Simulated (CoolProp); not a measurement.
A simple Rankine cycle with n-butane: condensing at 313.15 K, boiler at 1.78 MPa, turbine inlet 421.1 K, turbine efficiency 0.7, pump efficiency 0.6, no recuperator. Each further row changes one setting.

Values from CoolProp's reference Helmholtz-energy equation of state, Bücker 2006.

| case | thermal efficiency (%) | net work (kJ/kg) | heat in (kJ/kg) | turbine exit temperature (K) | volume ratio over the turbine |
|---|---|---|---|---|---|
| as stated | 9.4 | 50.2 | 533 | 381.6 | 5.00 |
| turbine inlet 441.1 K | 9.3 | 54.3 | 584 | 403.1 | 4.89 |
| condensing temperature 305.15 K | 10.5 | 58.1 | 553 | 376.8 | 6.27 |
| boiler pressure 1.25 MPa | 7.6 | 41.5 | 548 | 392.7 | 3.37 |
| turbine efficiency 0.6 | 8.0 | 42.4 | 533 | 385.2 | 5.06 |
